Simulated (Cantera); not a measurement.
A perfectly stirred reactor is fed with 10.2 % NH₃, 89.8 % H₂, at 1.01 bar; it is held at 1775 K, and followed from long to short residence time.

Model: the gas-phase N/H chemistry of the illustrative SiF4/NH3 mechanism in the Surface Chemkin manual (1991), integrated in Cantera. Walls and surfaces, which speed up NH3 decomposition in real reactors, are not modelled.

Q: Predict: x(NH₃) at τ = 0.310 s; x(H₂) at τ = 0.310 s; x(NH) at τ = 0.310 s; x(N) at τ = 0.310 s; x(NH₂) at τ = 0.310 s; x(NH₃) at τ = 34.0 ms; x(H₂) at τ = 34.0 ms; x(NH) at τ = 34.0 ms; x(N) at τ = 34.0 ms; x(NH₂) at τ = 34.0 ms.

A: 
| Quantity | Value |
|---|---|
| x(NH₃) at τ = 0.310 s | 0.0862 |
| x(H₂) at τ = 0.310 s | 0.906 |
| x(NH) at τ = 0.310 s | 6.37e-7 |
| x(N) at τ = 0.310 s | 3.45e-8 |
| x(NH₂) at τ = 0.310 s | 5.38e-5 |
| x(NH₃) at τ = 34.0 ms | 0.0999 |
| x(H₂) at τ = 34.0 ms | 0.899 |
| x(NH) at τ = 34.0 ms | 6.72e-7 |
| x(N) at τ = 34.0 ms | 3.47e-8 |
| x(NH₂) at τ = 34.0 ms | 5.96e-5 |
